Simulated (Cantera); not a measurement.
Gas mixture: N₂O : H₂O = 0.76 : 0.42 (molar parts), at 1.00 bar, frozen composition.

Cantera's kinetic-theory transport with the Lennard-Jones parameters of GRI-Mech 3.0, ideal gas; thermal conductivity in the mixture-averaged form. Polar gases are described roughly by these parameters. The composition is frozen, though it would react at the higher temperatures.

One state of this run: ρ (kg/m³) = 0.380; cp (J/kg/K) = 1477; μ (µPa s) = 42.6; λ (mW/m/K) = 91.3; Pr = 0.690; D (cm²/s) C₂H₂ = 1.47; D (cm²/s) OH = 2.74; D (cm²/s) H = 11.1. D: mixture-averaged diffusion coefficient of that species in the mixture.

Q: Which value of T (K) does it belong to?
A) 1100
B) 500
C) 700
D) 400

A: A, 1100
